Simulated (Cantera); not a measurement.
A perfectly stirred reactor is fed with C2H6 : H2 = 1 : 19 (molar parts), at 0.00150 bar; it is held at 1700 K, and followed from long to short residence time.

Cantera simulation using GRI-Mech 3.0 (53 species, 325 reactions); the numbers are that mechanism's predictions, not measurements. GRI-Mech 3.0 stops at C3 and has no aromatics, soot or wall deposition, so with more carbon than oxygen in the feed, carbon stays in small species such as C2H2 where larger ones or solid carbon would form. Radical loss at walls, strong at low pressure, is not modelled.

Task: Predict: x(C2H6) at τ = 1.10 s; x(H2) at τ = 1.10 s; x(H) at τ = 1.10 s; x(C2H2) at τ = 1.10 s; x(CH2) at τ = 1.10 s; x(C2H6) at τ = 25.0 ms; x(H2) at τ = 25.0 ms; x(H) at τ = 25.0 ms; x(C2H2) at τ = 25.0 ms; x(CH2) at τ = 25.0 ms.

Result: 
| Item | Result |
|---|---|
| x(C2H6) at τ = 1.10 s | 5.95e-5 |
| x(H2) at τ = 1.10 s | 0.935 |
| x(H) at τ = 1.10 s | 0.00325 |
| x(C2H2) at τ = 1.10 s | 0.0313 |
| x(CH2) at τ = 1.10 s | 4.49e-6 |
| x(C2H6) at τ = 25.0 ms | 0.00185 |
| x(H2) at τ = 25.0 ms | 0.917 |
| x(H) at τ = 25.0 ms | 0.00467 |
| x(C2H2) at τ = 25.0 ms | 0.0120 |
| x(CH2) at τ = 25.0 ms | 1.29e-5 |
